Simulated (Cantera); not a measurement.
A closed system holds: 1 mol Fe3O4, 2600 mol H2, 5.4 mol N2, held at 1352 °C and 1.33 mbar.

Cantera equilibrium calculation (NASA polynomials, part measured and part estimated; ideal gas, pure solids and liquids). Candidate condensed phases: Fe, FeO, Fe(OH)2, Fe(OH)3, Fe2O3, Fe3O4, H2O; 27 gas species. Rates play no part.

What is the equilibrium state?


| Item | Value |
|---|---|
| x(H2) | 0.993 |
| x(N2) | 0.00207 |
| x(H) | 0.00193 |
| x(H2O) | 0.00153 |
| x(Fe) | 0.00115 |
| gas amount | 2611 mol |
| log10 activity of Fe(γ) (absent) | -0.05 |
